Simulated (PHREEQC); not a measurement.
# Buffer: speciation

Make-up at 25 °C: 0.029 mol/kgw NaHSO4 and 0.00021 mol/kgw Na2CO3. Closed to the air; pH follows from the charge balance.

Equilibrium calculation in PHREEQC: Pitzer model, pitzer.dat.

| Quantity | Value |
|---|---|
| pH | 1.87 |
| ionic strength | 0.0647 mol/kgw |
| specific conductance | 9070 µS/cm |
| density | 1.000 g/cm³ |
| osmotic coefficient | 0.883 |
| total alkalinity | -28.6 meq/kg |

```json
[
 {"species": "Na+", "molality": "0.0294", "activity": "0.0234", "log γ": "-0.100"},
 {"species": "SO4-2", "molality": "0.0179", "activity": "0.00693", "log γ": "-0.411"},
 {"species": "H+", "molality": "0.0174", "activity": "0.0136", "log γ": "-0.107"},
 {"species": "HSO4-", "molality": "0.0112", "activity": "0.00899", "log γ": "-0.094"},
 {"species": "CO2", "molality": "0.000210", "activity": "0.000212", "log γ": "0.003"},
 {"species": "HCO3-", "molality": "8.40e-9", "activity": "7.07e-9", "log γ": "-0.075"}
]
```

This is a speciation only: nothing precipitates in the calculation.
